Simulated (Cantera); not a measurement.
A closed system holds: 1 mol Cr2O3, 1700 mol H2, 1.1 mol H2O, at 13000 Pa.

Method: chemical equilibrium by Gibbs-energy minimisation in Cantera with the NASA 1993 tables (ideal gas, pure condensed phases). Candidate condensed phases: Cr, Cr2O3, H2O; 13 gas species. Mutual solubility and eutectic melting of coexisting phases are not modelled. The numbers say what is thermodynamically allowed, not how fast it happens.

Question: Which condensed phases are stable at each of these points (T (K)): 1023, 1223, 1423, 1623, 1823, 2023, 2223?

Answer: 
| T (K) | condensed phases | Cr condensed (%) |
|---|---|---|
| 1023 | Cr2O3(s) | 100.0 |
| 1223 | Cr2O3(s) | 100.0 |
| 1423 | Cr(s) + Cr2O3(s) | 99.9 |
| 1623 | Cr(s) | 96.2 |
| 1823 | Cr(s) | 16.3 |
| 2023 | gas only | 0.0 |
| 2223 | gas only | 0.0 |

From 1023 K to 1223 K the condensed part is Cr2O3(s). At 1423 K the condensed part is Cr(s) + Cr2O3(s). From 1623 K to 1823 K the condensed part is Cr(s). From 2023 K to 2223 K nothing is condensed.
